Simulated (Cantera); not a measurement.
Input: 1 mol TEOS, 1.7 mol O2, 0.71 mol NO, held at 400 °C and 54.0 Pa.

These are equilibrium values from Cantera (NASA tables, ideal gas, pure condensed phases), not measurements of a reactor. Candidate condensed phases: C, C6H6, C7H8, C8H18, H2O, Si, SiC, SiO2, Si2N2O, Si3N4; 151 gas species. The feed counts by its element totals alone. Kinetics and transport are ignored.

Base state: H2 0.659, CO 0.133, CO2 0.127, H2O 0.0513, N2 0.0255, CH4 0.00357 (mole fractions); condensed: C(graphite) + SiO2(α-quartz).

Question: What changes in the equilibrium state with this change: NO from 0.71 to 0.22 mol?

Answer: 
```tsv
species	before	after
H2	0.659	0.687
CO	0.133	0.129
CO2	0.127	0.119
N2	0.0255	0.00822
H2O	0.0513	0.0519
CH4	0.00357	0.00388
C(graphite), mol	4.32	4.62
SiO2(α-quartz), mol	1.00	1.00
```
